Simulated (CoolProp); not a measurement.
n-octane along the isobar 10 MPa: density (kg/m³) from the reference equation and from simpler models built on Tc = 295.6 °C, pc = 2.484 MPa, ω = 0.398; each cubic takes its own stable root.

The numbers come from the reference Helmholtz-energy equation of state, Beckmüller 2019 in CoolProp.

```
T (°C)          phase  reference  van der Waals  Peng-Robinson
------  -------------  ---------  -------------  -------------
277.05         liquid      487.5          327.2          475.7
282.85         liquid      481.1          325.0          468.5
288.65         liquid      474.6          322.9          461.2
294.55         liquid      467.9          320.7          453.7
300.35  supercritical      461.2          318.5          446.1
306.15  supercritical      454.4          316.4          438.5
311.95  supercritical      447.6          314.2          430.8
317.75  supercritical      440.6          311.9          422.9
323.55  supercritical      433.6          309.7          415.0
329.45  supercritical      426.3          307.4          407.0
335.25  supercritical      419.1          305.2          399.0
341.05  supercritical      411.8          302.9          391.0
346.85  supercritical      404.5          300.6          382.9
```
